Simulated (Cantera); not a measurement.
What does this Cantera script print?

```python
import numpy as np
import cantera as ct

gas = ct.Solution("gri30.yaml")


def delay(T, t_max=10):
    gas.TPX = T, 100000, {'CH4': 1, 'O2': 1.82, 'N2': 12.5}
    reactor = ct.IdealGasConstPressureReactor(gas, clone=False)
    net = ct.ReactorNet([reactor])
    net.rtol, net.atol = 1e-8, 1e-16
    while net.time < t_max:
        t_old, T_old = net.time, reactor.T
        net.step()
        if reactor.T > T + 400:  # ignition: a rise of 400 K
            return t_old + (T + 400 - T_old) / (reactor.T - T_old) * (net.time - t_old)
    return np.nan


taus = []
for T in [1148, 1248, 1348, 1448, 1548, 1648, 1748, 1848]:
    taus.append(delay(T))
    print(f"T0 = {T:6g} K   tau = {taus[-1]:.4e} s")
```

Result:

```
T0 =   1148 K   tau = 1.8673e-01 s
T0 =   1248 K   tau = 4.4669e-02 s
T0 =   1348 K   tau = 1.2055e-02 s
T0 =   1448 K   tau = 3.6369e-03 s
T0 =   1548 K   tau = 1.2556e-03 s
T0 =   1648 K   tau = 5.0692e-04 s
T0 =   1748 K   tau = 2.3704e-04 s
T0 =   1848 K   tau = 1.2475e-04 s
```

Model: GRI-Mech 3.0 (53 species, 325 reactions), integrated in Cantera.
